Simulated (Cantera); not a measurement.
Feed: 1 mol Si, 0.009 mol O2, 12 mol N2, 0.0087 mol H2O, at 2098 K and 1.33 mbar.

These are equilibrium values from Cantera (NASA tables, ideal gas, pure condensed phases), not measurements of a reactor. Candidate condensed phases: H2O, Si, SiO2, Si2N2O, Si3N4; 35 gas species. The tables' values for SiN are old estimates; treat these amounts as uncertain. The numbers say what is thermodynamically allowed, not how fast it happens.

Base state: N2 0.923, Si 0.0718, SiO 0.00206, H 0.00103, Si2 0.000682, SiN 0.000525, Si2N 0.000462, H2 0.000148 (mole fractions); condensed: gas only.

What changes in the equilibrium state with this change: O2 from 0.009 to 0.027 mol?


```json
[
 {"species": "N2", "before": "0.923", "after": "0.923"},
 {"species": "Si", "before": "0.0718", "after": "0.0692"},
 {"species": "SiO", "before": "0.00206", "after": "0.00483"},
 {"species": "Si3", "before": "0.000102", "after": "9.17e-5"},
 {"species": "Si2N", "before": "0.000462", "after": "0.000430"},
 {"species": "Si2", "before": "0.000682", "after": "0.000634"}
]
```

What changes in the equilibrium state with this change: pressure from 1.33 mbar to 10.0 mbar?


```json
[
 {"species": "N2", "before": "0.923", "after": "0.983"},
 {"species": "Si", "before": "0.0718", "after": "0.0131"},
 {"species": "SiO", "before": "0.00206", "after": "0.00219"},
 {"species": "Si2", "before": "0.000682", "after": "0.000169"},
 {"species": "Si3", "before": "0.000102", "after": "3.47e-5"},
 {"species": "H2", "before": "0.000148", "after": "0.000399"},
 {"species": "SiN", "before": "0.000525", "after": "0.000270"},
 {"species": "H", "before": "0.00103", "after": "0.000614"},
 {"species": "Si(l), mol", "before": "0", "after": "0.797"}
]
```

What changes in the equilibrium state with this change: temperature from 2098 K to 1398 K?


```json
[
 {"species": "N2", "before": "0.923", "after": "0.999"},
 {"species": "H2", "before": "0.000148", "after": "0.000765"},
 {"species": "SiO", "before": "0.00206", "after": "7.24e-6"},
 {"species": "Si", "before": "0.0718", "after": "1.50e-8"},
 {"species": "Si2", "before": "0.000682", "after": "<1e-9"},
 {"species": "SiN", "before": "0.000525", "after": "1.12e-9"},
 {"species": "Si2N2O(s), mol", "before": "0", "after": "0.0266"},
 {"species": "Si3N4(s), mol", "before": "0", "after": "0.316"}
]
```
N2 is the only nitrogen source here; it is nearly inert below about 1500 K, so the nitride shown seldom forms there in practice. Mutual solubility and eutectic melting of coexisting phases are not modelled.
